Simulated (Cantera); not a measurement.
A freely propagating, adiabatic, planar premixed flame of CH4 : C2H6 : C3H8 : O2 : N2 = 1 : 1.1 : 0.51 : 12.7 : 47.9 (molar parts), equivalence ratio 0.66, unburnt at 650 K and 525 Torr; mixture-averaged transport, grid criteria slope 0.08 and curve 0.16, no radiation.

Cantera simulation using GRI-Mech 3.0 (53 species, 325 reactions); the numbers are that mechanism's predictions, not measurements. GRI-Mech 3.0 was tuned for natural gas; its chemistry of propane as a main component is partial and can be far from experiment. Burning velocities carry a grid error of a few per cent, more on coarse grids.

x: mole fraction of selected species; z is measured from the peak of heat release.

```
z (mm)  T (K)  u (m/s)     x CH4    x C2H6    x C3H8    x O2    x HCO     x NO
------  -----  -------  --------  --------  --------  ------  -------  -------
-1.45     650     1.21    0.0158    0.0174   0.00806   0.201    <1e-8    <1e-8
-0.967    652     1.22    0.0158    0.0174   0.00806   0.200    <1e-8    <1e-8
-0.725    658     1.23    0.0157    0.0173   0.00804   0.200    <1e-8    <1e-8
-0.484    693     1.30    0.0152    0.0169   0.00794   0.196    <1e-8  2.23e-8
-0.242      ?     1.77         ?         ?         ?       ?        ?        ?
-0.121   1235     2.38   0.00835   0.00622   0.00275   0.145  9.38e-6  6.75e-7
0        1554     3.03   0.00299  0.000572  0.000159   0.109  4.59e-5  1.47e-6
0.121    1691     3.30  0.000377   3.71e-6   3.72e-7  0.0876  1.32e-5  2.58e-6
0.242    1736     3.38   2.71e-5     <1e-8     <1e-8  0.0794  1.01e-6  3.64e-6
0.484    1794     3.47   1.39e-7     <1e-8     <1e-8  0.0735  2.11e-8  5.49e-6
0.967    1868     3.59     <1e-8     <1e-8     <1e-8  0.0699    <1e-8  8.52e-6
1.93     1943     3.72     <1e-8     <1e-8     <1e-8  0.0681    <1e-8  1.29e-5
3.87     2003     3.82     <1e-8     <1e-8     <1e-8  0.0670    <1e-8        ?
```

Task: Fill in the missing entries.

Result: 
- -0.242, T (K): 931
- -0.242, x CH4: 0.0123
- -0.242, x C2H6: 0.0129
- -0.242, x C3H8: 0.00624
- -0.242, x O2: 0.174
- -0.242, x HCO: 3.96e-7
- -0.242, x NO: 2.51e-7
- 3.87, x NO: 1.90e-5
